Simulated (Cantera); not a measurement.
Input (Python, Cantera):

```python
import numpy as np
import cantera as ct

gas = ct.Solution("gri30.yaml")
gas.TPX = 2125, 15000, {'NO': 1, 'N2': 1.2}
inlet = ct.Reservoir(gas, clone=True)

reactor = ct.IdealGasConstPressureReactor(gas, energy="off", clone=False)
exhaust = ct.Reservoir(gas, clone=True)
tau = [23, 5.6, 1.4, 0.33, 0.079, 0.019, 0.0046, 0.0011, 0.00027][0]
for a, b in ((inlet, reactor), (reactor, exhaust)):
    ct.MassFlowController(a, b, mdot=lambda t: reactor.mass / tau)
net = ct.ReactorNet([reactor])
show = ['NO', 'N2O', 'NO2', 'O2', 'N2', 'O']

rows = []
print(f"{'tau/s':>10s}{'T/K':>9s}" + "".join(f"{s:>11s}" for s in show))
for tau in [23, 5.6, 1.4, 0.33, 0.079, 0.019, 0.0046, 0.0011, 0.00027]:
    net.initial_time = 0.0
    net.advance(30 * tau)
    before = gas.X
    net.advance(40 * tau)
    drift = np.max(np.abs(gas.X - before) / (gas.X + 1e-9))
    rows.append([gas.T, *gas[show].X, drift])
    print(f"{tau:10.3e}{gas.T:9.1f}" + "".join(f"{x:11.3e}" for x in gas[show].X))
```

It prints:

```
     tau/s      T/K         NO        N2O        NO2         O2         N2          O
 2.300e+01   2125.0  2.891e-02  4.719e-07  1.589e-05  2.116e-01  7.575e-01  1.976e-03
 5.600e+00   2125.0  6.626e-02  1.706e-06  3.478e-05  1.929e-01  7.389e-01  1.893e-03
 1.400e+00   2125.0  1.635e-01  9.859e-06  7.428e-05  1.444e-01  6.903e-01  1.658e-03
 3.300e-01   2125.0  3.312e-01  4.376e-05  9.910e-05  6.086e-02  6.066e-01  1.139e-03
 7.900e-02   2125.0  4.253e-01  7.812e-05  6.986e-05  1.410e-02  5.597e-01  6.791e-04
 1.900e-02   2125.0  4.482e-01  8.670e-05  4.847e-05  2.796e-03  5.484e-01  4.751e-04
 4.600e-03   2125.0  4.532e-01  7.766e-05  3.280e-05  4.259e-04  5.460e-01  3.165e-04
 1.100e-03   2125.0  4.543e-01  4.870e-05  1.167e-05  2.812e-05  5.455e-01  1.135e-04
 2.700e-04   2125.0  4.545e-01  1.874e-05  1.880e-06  1.277e-06  5.455e-01  2.492e-05
```

Model: GRI-Mech 3.0 (53 species, 325 reactions), integrated in Cantera.
